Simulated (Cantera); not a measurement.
Gas mixture: 28.5 % NO, 30.9 % CO2, 40.6 % N2, at 0.210 Torr, frozen composition.

Cantera's kinetic-theory transport with the Lennard-Jones parameters of GRI-Mech 3.0, ideal gas; thermal conductivity in the multicomponent form. The composition is frozen, though it would react at the higher temperatures.

One state of this run: ρ (kg/m³) = 0.000113; cp (J/kg/K) = 1186; μ (µPa s) = 41.9; λ (mW/m/K) = 69.2; Pr = 0.718; D (cm²/s) O = 8450; D (cm²/s) NH3 = 6560; D (cm²/s) CO2 = 4670. D: mixture-averaged diffusion coefficient of that species in the mixture.

Q: Which value of T (K) does it belong to?
(A) 1000
(B) 1100
(C) 600
(D) 500

A: A, 1000
